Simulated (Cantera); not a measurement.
# Ignition delay

Mixture: CH₄ : H₂ : O₂ : N₂ = 1 : 0.82 : 4.23 : 22.4 (molar parts), at 760 Torr, adiabatic and at constant pressure. Ignition delay is the time to a rise of 400 K.

Detailed kinetics in Cantera: GRI-Mech 3.0 (53 species, 325 reactions). Below about 1000 K GRI-Mech 3.0 lacks low-temperature oxidation paths. Below about 950 K walls govern HO2 and H2O2 in real vessels.

| T0 (K) | delay (ms) |
|---|---|
| 875 | 1300 |
| 950 | 40.6 |
| 1025 | 7.61 |
| 1100 | 3.07 |
| 1175 | 1.48 |
| 1250 | 0.784 |
| 1325 | 0.449 |
| 1400 | 0.277 |
| 1475 | 0.181 |

```json
{
 "apparent activation energy between 1325 and 1475 K": "98 kJ/mol"
}
```
